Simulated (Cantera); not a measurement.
Source: NASA polynomial tables (part measured, part estimated), evaluated in Cantera. Values are per mole of reaction as written; species without (g) are pure solids or liquids, kept so even where they would boil at 1 bar.

5 N2(g) + Ta2O5 = 5 N2O(g) + 2 Ta, with ΔH° = 2453.9 kJ and ΔS° = 81.5 J/K at 300 K.

### Question
How far is the shortcut ΔG° ≈ ΔH°(300 K) − T·ΔS°(300 K) from the full temperature-dependent value at 1273, 1373, 1473, 1573, 1673, 1773, 1873, 1973, 2073 K?

### Answer
```json
[
 {"T (K)": "1273", "shortcut (kJ)": "2350.1", "full (kJ)": "2370.8", "difference (kJ)": "-20.7", "difference in log10 K": "0.85", "condensed phases": "Ta2O5(s), Ta(s)"},
 {"T (K)": "1373", "shortcut (kJ)": "2342.0", "full (kJ)": "2365.7", "difference (kJ)": "-23.7", "difference in log10 K": "0.90", "condensed phases": "Ta2O5(s), Ta(s)"},
 {"T (K)": "1473", "shortcut (kJ)": "2333.8", "full (kJ)": "2360.7", "difference (kJ)": "-26.9", "difference in log10 K": "0.95", "condensed phases": "Ta2O5(s), Ta(s)"},
 {"T (K)": "1573", "shortcut (kJ)": "2325.7", "full (kJ)": "2355.8", "difference (kJ)": "-30.1", "difference in log10 K": "1.00", "condensed phases": "Ta2O5(s), Ta(s)"},
 {"T (K)": "1673", "shortcut (kJ)": "2317.5", "full (kJ)": "2351.0", "difference (kJ)": "-33.5", "difference in log10 K": "1.04", "condensed phases": "Ta2O5(s), Ta(s)"},
 {"T (K)": "1773", "shortcut (kJ)": "2309.4", "full (kJ)": "2346.2", "difference (kJ)": "-36.9", "difference in log10 K": "1.09", "condensed phases": "Ta2O5(s), Ta(s)"},
 {"T (K)": "1873", "shortcut (kJ)": "2301.2", "full (kJ)": "2341.5", "difference (kJ)": "-40.3", "difference in log10 K": "1.12", "condensed phases": "Ta2O5(s), Ta(s)"},
 {"T (K)": "1973", "shortcut (kJ)": "2293.1", "full (kJ)": "2336.9", "difference (kJ)": "-43.8", "difference in log10 K": "1.16", "condensed phases": "Ta2O5(s), Ta(s)"},
 {"T (K)": "2073", "shortcut (kJ)": "2284.9", "full (kJ)": "2333.2", "difference (kJ)": "-48.3", "difference in log10 K": "1.22", "condensed phases": "Ta2O5(l), Ta(s)"}
]
```
The shortcut ignores heat capacities and the phase changes listed.
